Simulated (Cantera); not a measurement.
**Thermodynamics of titanium nitride, carbide and oxide coatings, feed Ti + H2 + H2O**

Charge: 1 mol Ti, 27 mol H2, 0.16 mol H2O, held at 47.0 Pa.

Method: chemical equilibrium by Gibbs-energy minimisation in Cantera with the NASA 1993 tables (ideal gas, pure condensed phases). Candidate condensed phases: H2O, Ti, TiO, TiO2, Ti2O3, Ti3O5, Ti4O7; 12 gas species. Mutual solubility and eutectic melting of coexisting phases are not modelled. TiO: taken at fixed stoichiometry. Condensed phases not in the tables: N, O or C dissolved in the metal. Kinetics and transport are ignored.

| T (K) | x H2 | x H | x Ti | x TiO | n Ti(α) | n TiO(s) | n Ti(β) |
|---|---|---|---|---|---|---|---|
| 1048 | 1.00 | 3.56e-7 | <1e-12 | <1e-12 | 0.840 | 0.160 | 0 |
| 1098 | 1.000 | 1.14e-6 | 2.92e-12 | <1e-12 | 0.840 | 0.160 | 0 |
| 1148 | 1.000 | 3.30e-6 | 2.71e-11 | <1e-12 | 0.840 | 0.160 | 0 |
| 1198 | 1.000 | 8.77e-6 | 2.05e-10 | <1e-12 | 0 | 0.160 | 0.840 |
| 1248 | 1.000 | 2.15e-5 | 1.32e-9 | 1.79e-12 | 0 | 0.160 | 0.840 |
| 1298 | 1.000 | 4.94e-5 | 7.31e-9 | 1.53e-11 | 0 | 0.160 | 0.840 |
| 1348 | 1.000 | 0.000107 | 3.57e-8 | 1.10e-10 | 0 | 0.160 | 0.840 |
| 1398 | 1.000 | 0.000218 | 1.55e-7 | 6.84e-10 | 0 | 0.160 | 0.840 |
| 1448 | 1.000 | 0.000425 | 6.10e-7 | 3.74e-9 | 0 | 0.160 | 0.840 |
x: gas mole fraction; n: condensed amount in mol.

From 1048 K to 1148 K the condensed part is Ti(α) + TiO(s). From 1198 K to 1448 K the condensed part is Ti(β) + TiO(s).
